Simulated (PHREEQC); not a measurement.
Solution (25 °C): 0.0031 mol NH4HF2, 3.5e-05 mol H2SiF6, 0.00011 mol H3PO4 and 0.21 mol H2SO4 per kg of water. Closed to the air; pH follows from the charge balance.

Equilibrium calculation in PHREEQC: ion-association model, phreeqc.dat.

No solid was allowed to form.

### Question
Predict the pH, specific conductance.

### Answer
pH 0.73; specific conductance 72900 µS/cm.

### Question
In which forms is S present?

### Answer
HSO4- 86 %, SO4-2 13 % of the S.

Complexes and solids missing from the database can't appear. SiF6-2 is the database's only silicon fluoride.
